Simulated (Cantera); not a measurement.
A perfectly stirred reactor is fed with 3.44 % CH4, 2.72 % C2H6, 0.517 % C3H8, 19.6 % O2, 73.7 % N2, equivalence ratio 0.97, at 23000 Pa; it is adiabatic with a 625 K inlet, and is followed from long to short residence time, starting on the burning branch (τ in s: 0.24, 0.099, 0.041, 0.017, 0.0071, 0.0029, 0.0012, 0.0005, 0.00021, 8.6e-05).

Cantera simulation using GRI-Mech 3.0 (53 species, 325 reactions); the numbers are that mechanism's predictions, not measurements.

Q: Predict: blow-out, bracketed by the residence times tried; x(CH4) at τ = 0.240 s; x(C2H6) at τ = 0.240 s; x(C3H8) at τ = 0.240 s; x(O) at τ = 0.240 s; x(CH2CO) at τ = 0.240 s; x(CH4) at τ = 2.90 ms; x(C2H6) at τ = 2.90 ms; x(C3H8) at τ = 2.90 ms; x(O) at τ = 2.90 ms; x(CH2CO) at τ = 2.90 ms.

A: 
```
Item                                                                            Value
------------------------------------------------  -----------------------------------
blow-out, bracketed by the residence times tried  burning at 0.210 ms, out at 86.0 µs
x(CH4) at τ = 0.240 s                                                         8.13e-7
x(C2H6) at τ = 0.240 s                                                        7.87e-8
x(C3H8) at τ = 0.240 s                                                        1.70e-8
x(O) at τ = 0.240 s                                                           0.00181
x(CH2CO) at τ = 0.240 s                                                       6.25e-8
x(CH4) at τ = 2.90 ms                                                         3.02e-5
x(C2H6) at τ = 2.90 ms                                                        5.70e-6
x(C3H8) at τ = 2.90 ms                                                        8.58e-7
x(O) at τ = 2.90 ms                                                           0.00642
x(CH2CO) at τ = 2.90 ms                                                       3.48e-6
```
